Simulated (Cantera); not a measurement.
**Stirred combustor or abatement burner**

A perfectly stirred reactor is fed with CH3OH : O2 : N2 = 1 : 1.61 : 6.06 (molar parts), at 9.87 atm; it is adiabatic with a 748 K inlet, and is followed from long to short residence time, starting on the burning branch (τ in s: 0.24, 0.1, 0.044, 0.019, 0.0079, 0.0033, 0.0014, 0.0006, 0.00025, 0.00011, 4.5e-05, 1.9e-05, 8.1e-06).

Cantera simulation using GRI-Mech 3.0 (53 species, 325 reactions); the numbers are that mechanism's predictions, not measurements. GRI-Mech 3.0 was tuned for natural gas; its chemistry of methanol as a main component is partial and can be far from experiment.

```
τ (s)    T (K)   x CH3OH    x O2    x CH2     x CO     x OH   x CO2    x C2H4
-------  -----  --------  ------  -------  -------  -------  ------  --------
0.24      2463   2.95e-8  0.0136  1.32e-9  0.00827  0.00531  0.1000    <1e-12
0.10      2463   7.05e-8  0.0136  3.17e-9  0.00829  0.00533  0.1000    <1e-12
0.044     2463   1.59e-7  0.0138  7.14e-9  0.00832  0.00536  0.0999    <1e-12
0.019     2463   3.64e-7  0.0141  1.63e-8  0.00840  0.00542  0.0998  1.26e-12
0.0079    2463   8.56e-7  0.0146  3.76e-8  0.00861  0.00554  0.0996  6.46e-12
0.0033    2460   1.97e-6  0.0154  8.35e-8  0.00908  0.00574  0.0991  2.96e-11
0.0014    2451   4.39e-6  0.0164  1.70e-7   0.0101  0.00606  0.0980  1.11e-10
0.00060   2432   9.32e-6  0.0177  3.09e-7   0.0120  0.00657  0.0959  3.12e-10
0.00025   2397   1.93e-5  0.0198  5.03e-7   0.0151  0.00734  0.0925  6.72e-10
0.00011   2350   3.69e-5  0.0224  7.55e-7   0.0193  0.00824  0.0878   1.24e-9
4.5e-5    2281   7.39e-5  0.0262  1.30e-6   0.0252  0.00914  0.0813   3.14e-9
1.9e-5    2197  0.000152  0.0312  2.59e-6   0.0326  0.00950  0.0730   1.23e-8
8.1e-6    2087  0.000368  0.0392  5.59e-6   0.0441  0.00846  0.0601   7.50e-8
```
x: mole fraction; the columns are a selection and need not sum to one.
